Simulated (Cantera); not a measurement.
An isothermal, constant-pressure homogeneous reactor starts with 23.3 % CH₄, 76.7 % H₂, at 1700 K and 0.898 atm.

Detailed kinetics in Cantera: GRI-Mech 3.0 (53 species, 325 reactions). GRI-Mech 3.0 stops at C3 and has no aromatics, soot or wall deposition, so with more carbon than oxygen in the feed, carbon stays in small species such as C2H2 where larger ones or solid carbon would form.

One state of this run: x CH₄ = 0.0291; x H₂ = 0.888; x CH₂ = 1.64e-8; x C₂H = 7.31e-8; x C₂H₆ = 6.09e-6; x CH₃ = 9.68e-5; x C₂H₄ = 0.00312. x: mole fraction; the columns are a selection and need not sum to one.

Question: Which value of t (s) does it belong to?
A) 0.000669
B) 0.128
C) 0.00548
D) 0.367

Answer: D, 0.367
